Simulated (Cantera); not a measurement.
# Thermodynamics of tantalum, niobium, vanadium and zirconium in process gases, feed V + N2

A closed system holds: 1 mol V, 0.64 mol N2, at 0.320 Pa.

Equilibrium computed with Cantera from the NASA thermochemical tables; the gas is ideal and each condensed phase is pure. Candidate condensed phases: V, VN; 4 gas species. VN: taken at fixed stoichiometry. Condensed phases not in the tables: V2N, N, O or C dissolved in the metal. The numbers say what is thermodynamically allowed, not how fast it happens.

| T (K) | log p N2 | log p V | log p VN | log p N | n VN(s) | n V(s) |
|---|---|---|---|---|---|---|
| 1375 | -5.49 | -12.75 | <-17 | -17.48 | 1.00 | 0 |
| 1425 | -5.49 | -11.79 | -17.36 | -16.84 | 1.00 | 0 |
| 1475 | -5.49 | -10.90 | -16.46 | -16.25 | 1.000 | 0 |
| 1525 | -5.49 | -10.06 | -15.62 | -15.69 | 1.000 | 0 |
| 1575 | -5.49 | -9.28 | -14.84 | -15.17 | 1.000 | 0 |
| 1625 | -5.50 | -8.69 | -14.24 | -14.68 | 0 | 1.000 |
| 1675 | -5.50 | -8.20 | -13.75 | -14.22 | 0 | 0.999 |
| 1725 | -5.50 | -7.74 | -13.30 | -13.79 | 0 | 0.996 |
| 1775 | -5.50 | -7.31 | -12.86 | -13.38 | 0 | 0.990 |
log p: log10 of the partial pressure in bar; n: condensed amount in mol.

From 1375 K to 1575 K the condensed part is VN(s). From 1625 K to 1775 K the condensed part is V(s). The main V-bearing gas is V throughout.
